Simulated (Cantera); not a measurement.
An adiabatic, constant-pressure homogeneous reactor starts with 5.99 % C2H4, 21.2 % O2, 69.5 % N2, 3.36 % H2O, equivalence ratio 0.85, at 1300 K and 25000 Pa.

Model: GRI-Mech 3.0 (53 species, 325 reactions), integrated in Cantera. GRI-Mech 3.0 was tuned for natural gas; its chemistry of ethylene as a main component is partial and can be far from experiment.

### Question
Predict: time of steepest temperature rise; temperature at 3.00 s; equilibrium temperature; x(O2) at 3.00 s; x(H2O) at 3.00 s; x(H) at 3.00 s; x(NO) at 3.00 s; x(CO) at 3.00 s.

### Answer
- time of steepest temperature rise = 0.299 ms
- temperature at 3.00 s = 2606 K
- equilibrium temperature = 2606 K
- x(O2) at 3.00 s = 0.0437 (gas-phase equilibrium 0.0437)
- x(H2O) at 3.00 s = 0.121 (gas-phase equilibrium 0.121)
- x(H) at 3.00 s = 0.00840 (gas-phase equilibrium 0.00840)
- x(NO) at 3.00 s = 0.0115 (gas-phase equilibrium 0.0115)
- x(CO) at 3.00 s = 0.0432 (gas-phase equilibrium 0.0432)
